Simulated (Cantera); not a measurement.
Cantera run:

```python
import numpy as np
import cantera as ct

gas_names = """
    B BF BF2 BF3 BH BHF2 BH2 BH3 BN B2 F F2 H HF H2 H2F2 H3F3 H4F4 H5F5 H6F6 H7F7 N NF NF2 NF3 NH NH2
    NH3 N2 N2H2 N2H4
""".split()
cond_names = """
    B(b) B(L) BN(s)
""".split()


# ... load() reads the species with a 1 bar reference pressure and builds the phases ...
atoms = {
    'BF3': {'B': 1, 'F': 3},
    'H2': {'H': 2},
    'N2': {'N': 2},
}
top_T = {'BN(s)': 3200}  # K; cautious upper limits of use, not melting points


# ... equilibrate(T, P, feed) seeds the gas with the atoms and calls Mixture.equilibrate('TP', solver="vcs", rtol=1e-11, max_steps=5000) ...
results = []
feed = {'BF3': 1, 'H2': 25, 'N2': 0.17}  # mol
T = 1975  # K
P = 100000  # Pa
mix = equilibrate(T, P, feed)
results.append((T, P, feed, dict(zip(mix.species_names, mix.species_moles))))
print(gas.report(threshold=1e-05))
for i in range(1, mix.n_phases):
    print(f"{mix.phase(i).name:16s} {mix.phase_moles(i):12.5e} mol")
```

Result:

```
       temperature   1975 K
          pressure   1e+05 Pa
           density   0.028402 kg/m^3
  mean mol. weight   4.664 kg/kmol
   phase of matter   gas

                          1 kg             1 kmol
                     ---------------   ---------------
          enthalpy        3.4272e+06        1.5984e+07  J
   internal energy            -93665       -4.3685e+05  J
           entropy             42648        1.9891e+05  J/K
    Gibbs function       -8.0803e+07       -3.7686e+08  J
 heat capacity c_p              7624             35558  J/K
 heat capacity c_v            5841.3             27244  J/K

                      mass frac. Y      mole frac. X     chem. pot. / RT
                     ---------------   ---------------   ---------------
                BF          0.016344         0.0025572           -41.246
               BF2          0.087615         0.0083725           -76.586
               BF3           0.28886          0.019869           -111.93
              BHF2          0.075854         0.0071019           -86.341
               BH2        7.0066e-05        2.5478e-05           -25.415
                 H        0.00028575         0.0013221           -9.7546
                HF          0.088672          0.020671           -45.095
                H2           0.40356           0.93363           -19.509
                N2          0.038724         0.0064471           -31.943
     [  +22 minor]        1.1755e-05        3.6034e-06

B(b)              0.00000e+00 mol
BN(s)             0.00000e+00 mol
```

Equilibrium computed with Cantera from the NASA thermochemical tables; the gas is ideal and each condensed phase is pure. The tables' values for BF2, BH2 are old estimates; treat these amounts as uncertain.
